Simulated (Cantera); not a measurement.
A freely propagating, adiabatic, planar premixed flame of CH4 : O2 : N2 : CO2 = 1 : 2.11 : 7.37 : 0.94 (molar parts), unburnt at 375 K and 353 Torr; mixture-averaged transport, grid criteria slope 0.08 and curve 0.16, no radiation.

Detailed kinetics in Cantera: GRI-Mech 3.0 (53 species, 325 reactions). Burning velocities carry a grid error of a few per cent, more on coarse grids.

| quantity | before | after |
|---|---|---|
| laminar burning velocity | 44.4 cm/s | 117 cm/s |
| thermal thickness | 0.980 mm | 0.769 mm |
| peak x(HO2) | 0.000125 | 0.000157 |
| peak x(CH3) | 0.00160 | 0.00239 |
| peak x(C2H2) | 5.00e-5 | 8.57e-5 |

Q: Which change was made?
A) inlet temperature 375 to 525 K
B) inlet temperature 375 to 300 K
C) inlet temperature 375 to 623 K
D) N2 7.37 to 5.9 parts

A: C, inlet temperature 375 to 623 K
